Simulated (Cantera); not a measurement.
# Reactions in the system Ca-F-O

Standard-state values (1 bar) from the NASA 1993 polynomials, evaluated with Cantera. Values are per mole of reaction as written; species without (g) are pure solids or liquids, kept so even where they would boil at 1 bar.

4 F(g) + 2 CaO ⇌ O₂(g) + 2 CaF₂

```tsv
T (K)	ΔH° (kJ)	ΔS° (J/K)	ΔG° (kJ)	log10 K
2223	-1368.4	-287.3	-729.6	17.14
2323	-1364.8	-285.8	-700.9	15.76
2423	-1361.3	-284.3	-672.4	14.50
2523	-1357.9	-282.9	-644.1	13.33
2623	-1354.5	-281.6	-615.9	12.26
```
